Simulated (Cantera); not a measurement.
Charge: 1 mol SiF₄, 0.45 mol NO, 2 mol N₂, equilibrated at 823 K and 0.570 bar.

These are equilibrium values from Cantera (NASA tables, ideal gas, pure condensed phases), not measurements of a reactor. Candidate condensed phases: Si, SiO₂, Si₂N₂O, Si₃N₄; 28 gas species. Equilibrium is a limit: real reactors are often held back by kinetics, nucleation or transport.

Base state: N₂ 0.645, SiF₄ 0.290, O₂ 0.0652 (mole fractions); condensed: gas only.

### Question
What changes in the equilibrium state with this change: NO from 0.45 to 0.97 mol?

### Answer
```json
[
 {"species": "N₂", "before": "0.645", "after": "0.626"},
 {"species": "SiF₄", "before": "0.290", "after": "0.252"},
 {"species": "O₂", "before": "0.0652", "after": "0.122"}
]
```
